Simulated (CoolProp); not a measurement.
Vapour-liquid equilibrium of toluene (1) + n-octane (2) at 0.00501 bar; x and y are mole fractions of (1).

Values from CoolProp's multi-fluid Helmholtz-energy mixture model, Lemmon 2006 and Beckmüller 2019; pair parameters Bell 2016.

**Question.** Give the bubble temperature and the first vapour's composition at x = 0.05, 0.35, 0.5. Is there an azeotrope?

**Answer.** x = 0.05: 1.8 °C, y = 0.158; x = 0.35: -4.4 °C, y = 0.609; x = 0.5: -6.1 °C, y = 0.713. No azeotrope shows between x = 0.05 and 0.95.

Pair parameters are fitted to limited data, so mixtures are less certain than the pure fluids.
